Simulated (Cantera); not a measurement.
What does this Cantera script print?

```python
import numpy as np
import cantera as ct

gas_names = """

""".split()
cond_names = """
    Na(cr) Na(L) I2(cr) I2(L) NaI(s) NaI(L)
""".split()


# ... load() reads the species with a 1 bar reference pressure and builds the phases ...
species = {s.name: s for s in load("nasa_gas.yaml", gas_names) + load("nasa_condensed.yaml", cond_names)}
# Each term lists the table entries of one substance; the one whose range holds T is used.
reactions = {
    '2 Na + I2 = 2 NaI':
        [(-2, ['Na(cr)', 'Na(L)']), (-1, ['I2(cr)', 'I2(L)']), (2, ['NaI(s)', 'NaI(L)'])],
}


def pick(names, T):
    return next(species[n] for n in names if species[n].thermo.min_temp <= T <= species[n].thermo.max_temp)


results = []
for label, terms in reactions.items():
    print(label)
    print("     T/K   dH/kJ  dS/(J/K)   dG/kJ   log10 K")
    for T in [373, 398, 423, 448, 473, 498, 523, 548, 573]:
        used = [(nu, pick(names, T)) for nu, names in terms]
        dH = sum(nu * s.thermo.h(T) for nu, s in used) / 1e6
        dS = sum(nu * s.thermo.s(T) for nu, s in used) / 1e3
        dG = dH - T * dS / 1e3
        logK = -dG * 1e6 / (ct.gas_constant * T * np.log(10))
        results.append((label, T, dH, dS, dG, logK, [s.name for _, s in used]))
        print(f"{T:8g} {dH:8.1f} {dS:8.1f} {dG:8.1f} {logK:8.2f}")
```

Output:

```
2 Na + I2 = 2 NaI
     T/K   dH/kJ  dS/(J/K)   dG/kJ   log10 K
     373   -581.7    -38.1   -567.5    79.47
     398   -598.0    -80.2   -566.1    74.29
     423   -598.9    -82.3   -564.1    69.65
     448   -599.7    -84.2   -562.0    65.52
     473   -600.5    -86.0   -559.8    61.82
     498   -601.3    -87.6   -557.7    58.49
     523   -602.1    -89.1   -555.5    55.48
     548   -602.8    -90.5   -553.2    52.73
     573   -603.5    -91.7   -550.9    50.22
```

Standard-state values (1 bar) from the NASA 1993 polynomials, evaluated with Cantera. Condensed species are held in their standard states even where they would react or evaporate.
